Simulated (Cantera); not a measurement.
A closed system holds: 1 mol Cr, 0.17 mol O2, 9.6 mol N2, at 2625 K and 13.3 mbar.

Method: chemical equilibrium by Gibbs-energy minimisation in Cantera with the NASA 1993 tables (ideal gas, pure condensed phases). Candidate condensed phases: Cr, CrN, Cr2N, Cr2O3; 14 gas species. Equilibrium is a limit: real reactors are often held back by kinetics, nucleation or transport.

Base state: N2 0.899, Cr 0.0714, CrO 0.0207, O 0.00529, CrO2 0.00163, NO 0.00155, O2 0.000549 (mole fractions); condensed: gas only.

Question: What changes in the equilibrium state with this change: temperature from 2625 K to 1250 K?

Answer: 
| species | before | after |
|---|---|---|
| N2 | 0.899 | 1.00 |
| Cr | 0.0714 | 4.65e-8 |
| CrO | 0.0207 | <1e-9 |
| O | 0.00529 | <1e-9 |
| CrO2 | 0.00163 | <1e-9 |
| NO | 0.00155 | <1e-9 |
| Cr2N(s), mol | 0 | 0.387 |
| Cr2O3(s), mol | 0 | 0.113 |
Mutual solubility and eutectic melting of coexisting phases are not modelled.

Question: What changes in the equilibrium state with this change: pressure from 13.3 mbar to 0.100 bar?

Answer: 
```tsv
species	before	after
N2	0.899	0.904
Cr	0.0714	0.0666
CrO	0.0207	0.0250
O	0.00529	0.000915
O2	0.000549	0.000123
NO	0.00155	0.000735
CrO2	0.00163	0.00257
```

Question: What changes in the equilibrium state with this change: O2 from 0.17 to 0.79 mol?

Answer: 
```tsv
species	before	after
N2	0.899	0.861
CrO	0.0207	0.0433
Cr	0.0714	0.0292
O2	0.000549	0.0144
CrO2	0.00163	0.0176
O	0.00529	0.0271
CrO3	5.31e-7	2.93e-5
NO	0.00155	0.00777
```
